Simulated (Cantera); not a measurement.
# Equilibrium for iron carbonyl, mercury and lead vapours: Pb + H₂ + N₂

Feed: 1 mol Pb, 0.99 mol H₂, 0.49 mol N₂, held at 9.00 Torr.

Equilibrium computed with Cantera from the NASA thermochemical tables; the gas is ideal and each condensed phase is pure. Candidate condensed phases: Pb; 11 gas species. Kinetics and transport are ignored.

```
T (K)   x H₂      x Pb   x N₂     x NH₃     x Pb₂       x H  n Pb(s)  n Pb(l)
-----  -----  --------  -----  --------  --------  --------  -------  -------
573    0.669  6.94e-11  0.331  0.000255    <1e-12    <1e-12     1.00        0
648    0.669   7.01e-9  0.331   7.29e-5    <1e-12    <1e-12        0     1.00
723    0.669   2.58e-7  0.331   2.65e-5    <1e-12    <1e-12        0     1.00
798    0.669   4.77e-6  0.331   1.15e-5    <1e-12  1.99e-11        0    1.000
873    0.669   5.30e-5  0.331   5.73e-6  1.87e-11  3.49e-10        0    1.000
948    0.669  0.000399  0.331   3.16e-6  5.52e-10   3.91e-9        0    0.999
1023   0.667   0.00222  0.330   1.89e-6   9.79e-9   3.09e-8        0    0.997
1098   0.662   0.00973  0.328   1.19e-6   1.16e-7   1.84e-7        0    0.985
1173   0.645    0.0351  0.319   7.65e-7   9.88e-7   8.65e-7        0    0.946
1248   0.596     0.108  0.295   4.63e-7   6.46e-6   3.29e-6        0    0.820
1323   0.473     0.293  0.234   2.14e-7   3.39e-5   9.96e-6        0    0.386
1398   0.399     0.403  0.198   1.16e-7   4.76e-5   2.73e-5        0        0
```
x: gas mole fraction; n: condensed amount in mol.

At 573 K the condensed part is Pb(s). From 648 K to 1323 K the condensed part is Pb(l). At 1398 K nothing is condensed.
